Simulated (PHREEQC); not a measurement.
Make-up at 25 °C: 16 mmol/kgw NaHCO3, 0.17 mmol/kgw Na2B4O7 and 43 mmol/kgw LiCl. Closed to the air; pH follows from the charge balance.

Equilibrium calculation in PHREEQC: ion-association model, phreeqc.dat.

No solid was allowed to form.

Task: What pH does the model give?

Result: pH 8.38.

Task: In which forms is C present?

Result: HCO3- 96 %, CO3-2 2.0 %, CO2 0.7 %, NaHCO3 0.6 % of the C.
